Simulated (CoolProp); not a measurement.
Vapour-liquid equilibrium of propane (1) + isohexane (2) at -8.35 °C; x and y are mole fractions of (1).

Values from CoolProp's multi-fluid Helmholtz-energy mixture model, Lemmon 2009 and Lemmon 2006; pair parameters Bell 2016.

```json
[
 {"x": "0.05", "bubble pressure (MPa)": "0.02428", "y at the bubble point": "0.771", "dew pressure at overall composition x (MPa)": "0.006064", "liquid density (mol/L)": "8.033"},
 {"x": "0.15", "bubble pressure (MPa)": "0.06084", "y at the bubble point": "[?]", "dew pressure at overall composition x (MPa)": "[?]", "liquid density (mol/L)": "8.368"},
 {"x": "0.25", "bubble pressure (MPa)": "0.09682", "y at the bubble point": "0.952", "dew pressure at overall composition x (MPa)": "0.007660", "liquid density (mol/L)": "8.725"},
 {"x": "0.35", "bubble pressure (MPa)": "0.1323", "y at the bubble point": "0.969", "dew pressure at overall composition x (MPa)": "0.008819", "liquid density (mol/L)": "9.106"},
 {"x": "0.45", "bubble pressure (MPa)": "0.1673", "y at the bubble point": "0.978", "dew pressure at overall composition x (MPa)": "0.01039", "liquid density (mol/L)": "9.512"},
 {"x": "0.55", "bubble pressure (MPa)": "[?]", "y at the bubble point": "0.985", "dew pressure at overall composition x (MPa)": "0.01264", "liquid density (mol/L)": "9.945"},
 {"x": "0.65", "bubble pressure (MPa)": "0.2368", "y at the bubble point": "[?]", "dew pressure at overall composition x (MPa)": "0.01614", "liquid density (mol/L)": "10.41"},
 {"x": "0.75", "bubble pressure (MPa)": "0.2719", "y at the bubble point": "0.993", "dew pressure at overall composition x (MPa)": "0.02230", "liquid density (mol/L)": "10.90"},
 {"x": "0.85", "bubble pressure (MPa)": "[?]", "y at the bubble point": "0.996", "dew pressure at overall composition x (MPa)": "0.03608", "liquid density (mol/L)": "11.41"},
 {"x": "0.95", "bubble pressure (MPa)": "0.3450", "y at the bubble point": "0.999", "dew pressure at overall composition x (MPa)": "0.09368", "liquid density (mol/L)": "11.96"}
]
```

Some entries are withheld; supply them.


- 0.15, y at the bubble point: 0.916
- 0.15, dew pressure at overall composition x (MPa): 0.006770
- 0.55, bubble pressure (MPa): 0.2021
- 0.65, y at the bubble point: 0.989
- 0.85, bubble pressure (MPa): 0.3077

No azeotrope shows between x = 0.05 and 0.95.

Pair parameters are fitted to limited data, so mixtures are less certain than the pure fluids. The gap from Raoult's law changes sign with composition, which may be real or a fault of the pair parameters; it wasn't checked against measurements.
